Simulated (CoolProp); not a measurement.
Aqueous potassium formate as a coolant, 42 % by mass, freezing at -38.4 °C, 1 atm.

Model: Melinder's fits for secondary coolants, in CoolProp.

| T (°C) | Prandtl number | density (kg/m³) | conductivity (W/(m K)) | cp (kJ/(kg K)) |
|---|---|---|---|---|
| -35.1 | 87.5 | 1297 | 0.448 | 2.731 |
| -28.7 | 61.3 | 1295 | 0.455 | 2.744 |
| -22.2 | 44.5 | 1293 | 0.463 | 2.756 |
| -15.8 | 33.7 | 1291 | 0.470 | 2.767 |
| -9.4 | 26.3 | 1289 | ___ | 2.779 |
| -2.9 | 21.1 | 1287 | 0.485 | 2.790 |
| 3.5 | 17.4 | 1284 | 0.492 | 2.801 |
| 9.9 | ___ | 1282 | 0.500 | 2.812 |
| 16.4 | 12.6 | 1279 | 0.507 | 2.824 |
| 22.8 | 11.0 | 1276 | 0.515 | ___ |
| 29.3 | ___ | 1273 | 0.522 | 2.848 |
| 35.7 | ___ | 1270 | 0.529 | 2.861 |

Problem. Some entries are withheld; supply them.

Solution. 
- -9.4, conductivity (W/(m K)): 0.478
- 9.9, Prandtl number: 14.7
- 22.8, cp (kJ/(kg K)): 2.836
- 29.3, Prandtl number: 9.65
- 35.7, Prandtl number: 8.54
